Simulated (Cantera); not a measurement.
Input: 1 mol Pb, 0.4 mol O₂, 93 mol H₂, 0.00029 mol N₂, equilibrated at 0.00133 bar.

Equilibrium computed with Cantera from the NASA thermochemical tables; the gas is ideal and each condensed phase is pure. Candidate condensed phases: H₂O, Pb, PbO, PbO₂, Pb₃O₄; 27 gas species. Equilibrium is a limit: real reactors are often held back by kinetics, nucleation or transport.

log p: log10 of the partial pressure in bar; n: condensed amount in mol.

| T (K) | log p H₂ | log p Pb | log p H₂O | log p H | log p N₂ | n Pb(l) |
|---|---|---|---|---|---|---|
| 825 | -2.88 | -6.84 | -4.94 | ___ | -8.38 | 0.990 |
| 900 | -2.88 | -5.86 | -4.94 | ___ | -8.38 | 0.904 |
| 975 | -2.88 | -5.04 | -4.94 | ___ | -8.38 | 0.356 |
| 1050 | -2.88 | -4.85 | -4.95 | ___ | -8.39 | 0 |
| 1125 | -2.88 | -4.85 | -4.95 | ___ | -8.39 | 0 |
| 1200 | -2.88 | -4.85 | -4.95 | ___ | -8.39 | 0 |
| 1275 | -2.88 | -4.85 | -4.95 | ___ | -8.39 | 0 |
| 1350 | -2.88 | -4.85 | -4.95 | ___ | -8.39 | 0 |
| 1425 | -2.88 | -4.85 | -4.95 | ___ | -8.39 | 0 |
| 1500 | -2.88 | -4.85 | -4.95 | ___ | -8.39 | 0 |
| 1575 | -2.88 | -4.85 | -4.95 | ___ | -8.39 | 0 |

**Question.** Fill in the missing entries.

**Answer.** 
- 825, log p H: -12.54
- 900, log p H: -11.37
- 975, log p H: -10.38
- 1050, log p H: -9.53
- 1125, log p H: -8.79
- 1200, log p H: -8.15
- 1275, log p H: -7.57
- 1350, log p H: -7.06
- 1425, log p H: -6.61
- 1500, log p H: -6.20
- 1575, log p H: -5.82
